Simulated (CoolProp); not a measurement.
Vapour-liquid equilibrium of toluene (1) + n-decane (2) at 435.6 K; x and y are mole fractions of (1).

The numbers come from the multi-fluid Helmholtz-energy mixture model, Lemmon 2006 and Lemmon 2006; pair parameters Bell 2016 in CoolProp.

```
x     bubble pressure (bar)  y at the bubble point  dew pressure at overall composition x (bar)  liquid density (mol/L)
----  ---------------------  ---------------------  -------------------------------------------  ----------------------
0.05                 0.8833                  0.190                                       0.7776                   4.424
0.15                  1.176                  0.447                                       0.8501                   4.647
0.25                  1.479                  0.606                                       0.9374                   4.891
0.35                  1.782                  0.712                                        1.045                   5.157
0.45                  2.077                  0.786                                        1.180                   5.451
0.55                  2.364                  0.842                                        1.355                   5.776
0.65                  2.644                  0.886                                        1.591                   6.140
0.75                  2.919                  0.923                                        1.923                   6.550
0.85                  3.194                  0.956                                        2.412                   7.015
0.95                  3.475                  0.986                                        3.145                   7.548
```

No azeotrope shows between x = 0.05 and 0.95.

Pair parameters are fitted to limited data, so mixtures are less certain than the pure fluids. The gap from Raoult's law changes sign with composition, which may be real or a fault of the pair parameters; it wasn't checked against measurements.
